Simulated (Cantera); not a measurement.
# Stirred combustor or abatement burner

A perfectly stirred reactor is fed with 17.9 % CO, 8.42 % H₂, 15.5 % O₂, 58.2 % N₂, at 10.0 bar; it is adiabatic with a 625 K inlet, and is followed from long to short residence time, starting on the burning branch (τ in s: 0.064, 0.032, 0.016, 0.0079, 0.004, 0.002, 0.00099, 0.00049, 0.00025, 0.00012, 6.1e-05, 3.1e-05).

Cantera simulation using GRI-Mech 3.0 (53 species, 325 reactions); the numbers are that mechanism's predictions, not measurements. The hydrogen kinetics of GRI-Mech 3.0 are dated; newer H2 mechanisms differ, most at raised pressure.

| τ (s) | T (K) | x CO | x H₂ | x O₂ | x O | x NO | x H | x NO₂ |
|---|---|---|---|---|---|---|---|---|
| 0.064 | 2508 | 0.0139 | 0.00108 | 0.0287 | 0.000818 | 0.00751 | 0.000275 | 7.75e-6 |
| 0.032 | 2508 | 0.0140 | 0.00109 | 0.0289 | 0.000827 | 0.00717 | 0.000278 | 7.45e-6 |
| 0.016 | 2508 | 0.0141 | 0.00110 | 0.0293 | 0.000844 | 0.00658 | 0.000284 | 6.92e-6 |
| 0.0079 | 2507 | 0.0145 | 0.00112 | 0.0299 | 0.000875 | 0.00562 | 0.000295 | 6.05e-6 |
| 0.0040 | 2504 | 0.0151 | 0.00117 | 0.0308 | 0.000927 | 0.00438 | 0.000316 | 4.90e-6 |
| 0.0020 | 2497 | 0.0163 | 0.00126 | 0.0320 | 0.00102 | 0.00304 | 0.000355 | 3.63e-6 |
| 0.00099 | 2482 | 0.0184 | 0.00142 | 0.0335 | 0.00118 | 0.00189 | 0.000433 | 2.51e-6 |
| 0.00049 | 2454 | 0.0220 | 0.00170 | 0.0356 | 0.00146 | 0.00111 | 0.000584 | 1.70e-6 |
| 0.00025 | 2411 | 0.0271 | 0.00212 | 0.0382 | 0.00193 | 0.000643 | 0.000853 | 1.16e-6 |
| 0.00012 | 2345 | 0.0346 | 0.00277 | 0.0418 | 0.00273 | 0.000346 | 0.00137 | 7.15e-7 |
| 6.1e-5 | 2267 | 0.0432 | 0.00354 | 0.0458 | 0.00378 | 0.000196 | 0.00213 | 4.39e-7 |
| 3.1e-5 | 2172 | 0.0534 | 0.00443 | 0.0507 | 0.00510 | 0.000118 | 0.00323 | 2.79e-7 |
x: mole fraction; the columns are a selection and need not sum to one.
